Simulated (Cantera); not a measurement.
# Stirred combustor or abatement burner

A perfectly stirred reactor is fed with 26.2 % CO, 0.838 % H₂, 4.71 % CH₄, 14.3 % O₂, 53.9 % N₂, equivalence ratio 1.6, at 3.75 atm; it is adiabatic with a 725 K inlet, and is followed from long to short residence time, starting on the burning branch (τ in s: 0.03, 0.014, 0.0071, 0.0035, 0.0017, 0.00084, 0.00041, 0.0002, 9.9e-05, 4.8e-05).

Cantera simulation using GRI-Mech 3.0 (53 species, 325 reactions); the numbers are that mechanism's predictions, not measurements.

```tsv
τ (s)	T (K)	x CO	x H₂	x CH₄	x CH₃	x HCO	x O	x H₂O
0.030	2440	0.166	0.0158	2.47e-6	1.97e-6	1.69e-7	0.000117	0.0902
0.014	2434	0.167	0.0158	4.25e-6	3.44e-6	2.12e-7	0.000158	0.0899
0.0071	2426	0.167	0.0158	6.51e-6	5.31e-6	2.80e-7	0.000225	0.0894
0.0035	2413	0.167	0.0159	9.77e-6	7.92e-6	3.99e-7	0.000349	0.0886
0.0017	2393	0.168	0.0160	1.46e-5	1.15e-5	6.06e-7	0.000570	0.0875
0.00084	2364	0.170	0.0162	2.19e-5	1.62e-5	9.50e-7	0.000927	0.0861
0.00041	2324	0.171	0.0165	3.39e-5	2.30e-5	1.55e-6	0.00150	0.0841
0.00020	2270	0.174	0.0170	5.47e-5	3.32e-5	2.60e-6	0.00233	0.0816
9.9e-5	2202	0.178	0.0174	9.21e-5	4.89e-5	4.42e-6	0.00341	0.0787
4.8e-5	2119	0.182	0.0179	0.000169	7.60e-5	7.76e-6	0.00471	0.0756
```
x: mole fraction; the columns are a selection and need not sum to one.
